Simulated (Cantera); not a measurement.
Input: 1 mol Fe₂O₃, a varied amount of CO, held at 2275 K and 1.00 bar.

Equilibrium computed with Cantera from the NASA thermochemical tables; the gas is ideal and each condensed phase is pure. Candidate condensed phases: C, Fe, Fe(CO)₅, FeO, Fe₂O₃, Fe₃O₄; 15 gas species. The tables' stoichiometric FeO is somewhat more stable than real wüstite, so its field is too wide. FeO: taken at fixed stoichiometry. The numbers say what is thermodynamically allowed, not how fast it happens.

log p: log10 of the partial pressure in bar; n: condensed amount in mol.

| n(CO) (mol) | log p CO₂ | log p CO | log p O₂ | log p Fe | log p O | log p FeO | log p O₃ | n FeO(l) |
|---|---|---|---|---|---|---|---|---|
| 0.7 | -0.10 | -1.73 | -0.74 | -4.96 | -2.74 | -4.03 | -7.87 | 2.00 |
| 1 | -0.04 | -1.26 | -1.57 | -4.55 | -3.15 | -4.03 | -9.11 | 2.00 |
| 1.4 | -0.15 | -0.54 | -3.22 | -3.72 | -3.98 | -4.03 | -11.59 | 2.00 |
| 2 | -0.30 | -0.30 | -4.01 | -3.33 | -4.37 | -4.03 | <-12 | 2.00 |
| 2.9 | [?] | [?] | [?] | [?] | [?] | -4.03 | <-12 | 2.00 |
| 4.1 | -0.61 | -0.12 | -4.98 | -2.84 | -4.86 | -4.03 | <-12 | 1.99 |
| 5.8 | [?] | -0.08 | [?] | [?] | [?] | -4.03 | <-12 | 1.99 |
| 8.3 | -0.91 | -0.06 | -5.71 | -2.48 | -5.22 | -4.03 | <-12 | 1.97 |
| 12 | -1.06 | -0.04 | -6.04 | -2.31 | -5.39 | -4.03 | <-12 | 1.94 |

Question: Complete the blanks.

Answer: 
- 5.8, log p CO₂: -0.76
- 5.8, log p O₂: -5.36
- 5.8, log p Fe: -2.65
- 5.8, log p O: -5.05
- 2.9, log p CO₂: -0.46
- 2.9, log p CO: -0.18
- 2.9, log p O₂: -4.56
- 2.9, log p Fe: -3.05
- 2.9, log p O: -4.65
